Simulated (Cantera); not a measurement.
An isothermal, constant-pressure homogeneous reactor starts with 10.7 % H₂, 89.3 % O₂, equivalence ratio 0.060, at 1450 K and 0.00280 bar.

Cantera simulation using GRI-Mech 3.0 (53 species, 325 reactions); the numbers are that mechanism's predictions, not measurements. Radical loss at walls, strong at low pressure, is not modelled. The temperature is held fixed by assumption; the heat of reaction is taken as removed at once.

### Question
Predict: x(H₂) at 20.0 s; x(O₂) at 20.0 s; x(H) at 20.0 s; x(H₂O₂) at 20.0 s; x(OH) at 20.0 s.

### Answer
```json
{
  "x(H₂) at 20.0 s": "1.73e-5 (gas-phase equilibrium 2.16e-6)",
  "x(O₂) at 20.0 s": "0.886 (gas-phase equilibrium 0.887)",
  "x(H) at 20.0 s": "5.98e-6 (gas-phase equilibrium 2.65e-7)",
  "x(H₂O₂) at 20.0 s": "2.02e-9 (gas-phase equilibrium 8.67e-10)",
  "x(OH) at 20.0 s": "0.000936 (gas-phase equilibrium 0.000331)"
}
```
